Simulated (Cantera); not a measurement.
## Adiabatic ignition

An adiabatic, constant-pressure homogeneous reactor starts with 22.7 % CH3OH, 16.2 % O2, 61.1 % N2, at 973 K and 1580 Torr.

Detailed kinetics in Cantera: GRI-Mech 3.0 (53 species, 325 reactions). GRI-Mech 3.0 was tuned for natural gas; its chemistry of methanol as a main component is partial and can be far from experiment. Below about 1000 K GRI-Mech 3.0 lacks low-temperature oxidation paths.

```
t (s)     T (K)  x CH3OH     x O2     x NO  x CH2CO  x C2H6     x CO2      x O
--------  -----  -------  -------  -------  -------  ------  --------  -------
4.00e-6     973    0.227    0.162   <1e-12   <1e-12  <1e-12  1.70e-12   <1e-12
1.19e-5     973    0.227    0.162   <1e-12   <1e-12  <1e-12  5.10e-12   <1e-12
3.56e-5     973    0.227    0.162   <1e-12   <1e-12  <1e-12  1.53e-11   <1e-12
0.000106    973    0.227    0.162   <1e-12   <1e-12  <1e-12  4.56e-11   <1e-12
0.000317    973    0.227    0.162   <1e-12   <1e-12  <1e-12  1.36e-10   <1e-12
0.000948    973    0.227    0.162   <1e-12   <1e-12  <1e-12  4.06e-10   <1e-12
0.00283     973    0.227    0.162   <1e-12   <1e-12  <1e-12   1.21e-9   <1e-12
0.00844     973    0.227    0.162   <1e-12   <1e-12  <1e-12   3.62e-9   <1e-12
0.0252      973    0.227    0.162   <1e-12   <1e-12  <1e-12   1.08e-8   <1e-12
0.0752      973    0.227    0.162   <1e-12   <1e-12  <1e-12   3.23e-8   <1e-12
0.224       973    0.227    0.162   <1e-12   <1e-12  <1e-12   9.77e-8   <1e-12
0.670      2148   <1e-12  7.26e-7  1.20e-5   <1e-12  <1e-12    0.0400  1.14e-6
2.00       2148   <1e-12  7.26e-7  1.62e-5   <1e-12  <1e-12    0.0400  1.14e-6
```
x: mole fraction; the columns are a selection and need not sum to one.

```json
{
 "time_of_steepest_temperature_rise": "0.471 s",
 "temperature at 2.00 s": "2148 K",
 "equilibrium_temperature": "2148 K",
 "x(CH3OH) at 2.00 s": "<1e-12 (gas-phase equilibrium <1e-12)",
 "x(O2) at 2.00 s": "7.26e-7 (gas-phase equilibrium 7.26e-7)",
 "x(NO) at 2.00 s": "1.62e-5 (gas-phase equilibrium 1.62e-5)"
}
```
